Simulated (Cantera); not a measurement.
Input (Python, Cantera) and output of one run.

```python
import numpy as np
import cantera as ct

gas_names = """
    CL CL2 H HCL H2 Si SiCL SiCL2 SiCL3 SiCL4 SiH SiHCL3 SiH2 SiH2CL2 SiH3 SiH3CL SiH4 Si2 Si3
""".split()
cond_names = """
    Si(cr) Si(L)
""".split()


# ... load() reads the species with a 1 bar reference pressure and builds the phases ...
atoms = {
    'Si': {'Si': 1},
    'HCl': {'H': 1, 'CL': 1},
    'H2': {'H': 2},
}
top_T = {}  # K; cautious upper limits of use, not melting points


# ... equilibrate(T, P, feed) seeds the gas with the atoms and calls Mixture.equilibrate('TP', solver="vcs", rtol=1e-11, max_steps=5000) ...
results = []
feed = {'Si': 1, 'HCl': 5.6, 'H2': 0.11}  # mol
T = 1700  # K
P = 24  # Pa
mix = equilibrate(T, P, feed)
results.append((T, P, feed, dict(zip(mix.species_names, mix.species_moles))))
x = sorted(zip(gas.X, gas.species_names), reverse=True)
print(f"T = {T:g} K  P = {P:g} Pa  gas = {mix.phase_moles(0):.4g} mol")
print("   x: " + "  ".join(f"{s} {v:.3e}" for v, s in x if v > 0.001))
print("   condensed (mol): " + ("  ".join(f"{mix.phase(i).name} {mix.phase_moles(i):.4g}"
      for i in range(1, mix.n_phases) if mix.phase_moles(i) > 1e-12) or "none"))
```

It prints:

```
T = 1700 K  P = 24 Pa  gas = 5.744 mol
   x: HCL 6.138e-01  H2 1.976e-01  SiCL2 1.707e-01  CL 1.021e-02  H 4.228e-03  SiCL3 2.940e-03
   condensed (mol): none
```

These are equilibrium values from Cantera (NASA tables, ideal gas, pure condensed phases), not measurements of a reactor. The tables' values for SiCl3, SiCl are old estimates; treat these amounts as uncertain.
